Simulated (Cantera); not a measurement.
Input: 1 mol SiCl₄, 1.1 mol Cl₂, 10 mol H₂, held at 10000 Pa.

These are equilibrium values from Cantera (NASA tables, ideal gas, pure condensed phases), not measurements of a reactor. Candidate condensed phases: Si; 19 gas species. Rates play no part.

### Question
At 352 °C, list the 4 most abundant gas species with their mole fractions, and the condensed phases.

### Answer
H₂ 0.736, HCl 0.182, SiCl₄ 0.0826, SiHCl₃ 1.62e-5. Condensed: gas only.
